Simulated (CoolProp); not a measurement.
Vapour-liquid equilibrium of n-hexane (1) + p-xylene (2) at 1.86 bar; x and y are mole fractions of (1).

Model: multi-fluid Helmholtz-energy mixture model, Thol 2019 and Zhou 2012; pair parameters Bell 2016, in CoolProp.

```
x     bubble temperature (°C)  y at the bubble point  dew temperature at overall composition x (°C)  liquid density (mol/L)
----  -----------------------  ---------------------  ---------------------------------------------  ----------------------
0.05                    153.1                  0.230                                          160.7                   6.916
0.2                     132.3                  0.608                                          154.5                   7.014
0.35                    118.8                  0.774                                          147.4                   7.042
0.5                     109.4             (withheld)                                     (withheld)                   7.032
0.65                    102.2             (withheld)                                     (withheld)                   6.998
0.8                      96.3                  0.959                                          116.3                   6.951
0.95               (withheld)                  0.991                                     (withheld)                   6.893
```

What belongs in the gaps?


- 0.5, y at the bubble point: 0.863
- 0.5, dew temperature at overall composition x (°C): 139.2
- 0.65, y at the bubble point: 0.919
- 0.65, dew temperature at overall composition x (°C): 129.3
- 0.95, bubble temperature (°C): 91.1
- 0.95, dew temperature at overall composition x (°C): 97.7

No azeotrope shows between x = 0.05 and 0.95.

The pair parameters rest on a limited set of measurements; away from them the model extrapolates.
